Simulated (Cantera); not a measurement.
A Cantera script and its output.

```python
import numpy as np
import cantera as ct

gas = ct.Solution("gri30.yaml")
gas.TPX = 498, 640000, {'CO': 1, 'H2': 0.26, 'O2': 0.485, 'N2': 1.82}
inlet = ct.Reservoir(gas, clone=True)
gas.equilibrate("HP")  # start burning
reactor = ct.IdealGasConstPressureReactor(gas, energy="on", clone=False)
exhaust = ct.Reservoir(gas, clone=True)
tau = [0.023, 0.0082, 0.003, 0.0011, 0.0004, 0.00014, 5.3e-05, 1.9e-05, 7e-06][0]
for a, b in ((inlet, reactor), (reactor, exhaust)):
    ct.MassFlowController(a, b, mdot=lambda t: reactor.mass / tau)
net = ct.ReactorNet([reactor])
show = ['CO', 'H2', 'O2', 'NO', 'HO2', 'CO2', 'H2O']

rows = []
print(f"{'tau/s':>10s}{'T/K':>9s}" + "".join(f"{s:>11s}" for s in show))
for tau in [0.023, 0.0082, 0.003, 0.0011, 0.0004, 0.00014, 5.3e-05, 1.9e-05, 7e-06]:
    net.initial_time = 0.0
    net.advance(30 * tau)
    before = gas.X
    net.advance(40 * tau)
    drift = np.max(np.abs(gas.X - before) / (gas.X + 1e-9))
    rows.append([gas.T, *gas[show].X, drift])
    print(f"{tau:10.3e}{gas.T:9.1f}" + "".join(f"{x:11.3e}" for x in gas[show].X))
```

Output:

```
     tau/s      T/K         CO         H2         O2         NO        HO2        CO2        H2O
 2.300e-02   2539.9  9.645e-02  5.183e-03  2.302e-03  1.976e-03  7.935e-07  2.264e-01  7.674e-02
 8.200e-03   2530.2  9.746e-02  5.256e-03  2.868e-03  1.821e-03  9.959e-07  2.251e-01  7.638e-02
 3.000e-03   2508.8  9.968e-02  5.423e-03  4.111e-03  1.515e-03  1.464e-06  2.223e-01  7.562e-02
 1.100e-03   2466.8  1.040e-01  5.765e-03  6.513e-03  1.057e-03  2.485e-06  2.169e-01  7.421e-02
 4.000e-04   2393.7  1.113e-01  6.382e-03  1.048e-02  5.940e-04  4.686e-06  2.077e-01  7.193e-02
 1.400e-04   2280.1  1.219e-01  7.344e-03  1.620e-02  2.885e-04  9.665e-06  1.942e-01  6.856e-02
 5.300e-05   2140.7  1.339e-01  8.424e-03  2.270e-02  1.637e-04  1.912e-05  1.788e-01  6.467e-02
 1.900e-05   1952.1  1.502e-01  9.476e-03  3.175e-02  9.943e-05  3.918e-05  1.580e-01  6.042e-02
 7.000e-06   1643.7  1.909e-01  1.086e-02  5.439e-02  2.779e-05  1.067e-04  1.106e-01  5.903e-02
```

Computed with Cantera and GRI-Mech 3.0 (53 species, 325 reactions). The hydrogen kinetics of GRI-Mech 3.0 are dated; newer H2 mechanisms differ, most at raised pressure.
